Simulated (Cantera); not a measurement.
Cantera run:

```python
import numpy as np
import cantera as ct

gas_names = [...]  # 110 gases of nasa_gas.yaml made of C, H, O
cond_names = """
    C(gr) C6H6(L) C7H8(L) C8H18(L),n-octa H2O(s) H2O(L)
""".split()


# ... load() reads the species with a 1 bar reference pressure and builds the phases ...
atoms = {
    'C2H4': {'C': 2, 'H': 4},
    'H2O': {'H': 2, 'O': 1},
}
top_T = {'C(gr)': 4500}  # K; cautious upper limits of use, not melting points


# ... equilibrate(T, P, feed) seeds the gas with the atoms and calls Mixture.equilibrate('TP', solver="vcs", rtol=1e-11, max_steps=5000) ...
results = []
feed = {'C2H4': 1, 'H2O': 0.49}  # mol
P = 160000  # Pa
for T in [550, 600, 650, 700, 750, 800, 850, 900, 950, 1000, 1050, 1100, 1150]:
    mix = equilibrate(T, P, feed)
    results.append((T, P, feed, dict(zip(mix.species_names, mix.species_moles))))

top = {s: max(r[3][s] / sum(r[3][g] for g in gas_names) for r in results) for s in gas_names}
cols = sorted((s for s in top if top[s] > 0.0001), key=lambda s: -top[s])[:6]
seen = [c for c in cond_names if any(r[3].get(c, 0) > 1e-12 for r in results)]
print("log10 of partial pressures in bar; condensed amounts in mol")
print(f"{'T/K':>10s}" + "".join(f"{s[:9]:>10s}" for s in cols + seen))
for T, P, feed, n in results:
    ng = sum(n[g] for g in gas_names)
    print(f"{T:10.4g}" + "".join(f"{np.log10(max(n[s] / ng * P / 1e5, 1e-99)):10.3f}" for s in cols)
          + "".join(f"{n.get(c, 0):10.4g}" for c in seen))
```

Output:

```
log10 of partial pressures in bar; condensed amounts in mol
       T/K        H2       CH4       H2O        CO       CO2     C(gr)
       550    -1.302     0.023    -0.324    -4.396    -1.657    0.9819
       600    -0.984     0.006    -0.342    -3.667    -1.573    0.9981
       650    -0.720    -0.024    -0.365    -3.052    -1.505     1.031
       700    -0.501    -0.073    -0.398    -2.528    -1.451     1.085
       750    -0.324    -0.144    -0.443    -2.078    -1.410     1.161
       800    -0.185    -0.242    -0.505    -1.689    -1.384     1.251
       850    -0.081    -0.368    -0.591    -1.359    -1.385     1.342
       900    -0.007    -0.520    -0.710    -1.088    -1.430     1.412
       950     0.042    -0.691    -0.870    -0.882    -1.541      1.45
      1000     0.073    -0.874    -1.074    -0.743    -1.733      1.46
      1050     0.092    -1.058    -1.311    -0.662    -1.993     1.462
      1100     0.104    -1.238    -1.564    -0.619    -2.292     1.465
      1150     0.111    -1.409    -1.816    -0.598    -2.601     1.472
```

These are equilibrium values from Cantera (NASA tables, ideal gas, pure condensed phases), not measurements of a reactor.
